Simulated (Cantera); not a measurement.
Charge: 1 mol CO, 2.1 mol NH3, 0.19 mol N2, held at 200000 Pa.

Cantera equilibrium calculation (NASA polynomials, part measured and part estimated; ideal gas, pure solids and liquids). Candidate condensed phases: C, C6H6, C7H8, C8H18, H2O; 136 gas species. Kinetics and transport are ignored.

Q: Which condensed phases are stable at each of these points (T (K)): 923, 1023, 1123, 1223, 1323, 1423, 1523, 1623, 1723?

A: 
```json
[
 {"T (K)": "923", "condensed phases": "C(graphite)", "C condensed (%)": "16.0"},
 {"T (K)": "1023", "condensed phases": "C(graphite)", "C condensed (%)": "5.9"},
 {"T (K)": "1123", "condensed phases": "gas only", "C condensed (%)": "0.0"},
 {"T (K)": "1223", "condensed phases": "gas only", "C condensed (%)": "0.0"},
 {"T (K)": "1323", "condensed phases": "gas only", "C condensed (%)": "0.0"},
 {"T (K)": "1423", "condensed phases": "gas only", "C condensed (%)": "0.0"},
 {"T (K)": "1523", "condensed phases": "gas only", "C condensed (%)": "0.0"},
 {"T (K)": "1623", "condensed phases": "gas only", "C condensed (%)": "0.0"},
 {"T (K)": "1723", "condensed phases": "gas only", "C condensed (%)": "0.0"}
]
```

From 923 K to 1023 K the condensed part is C(graphite). From 1123 K to 1723 K nothing is condensed.
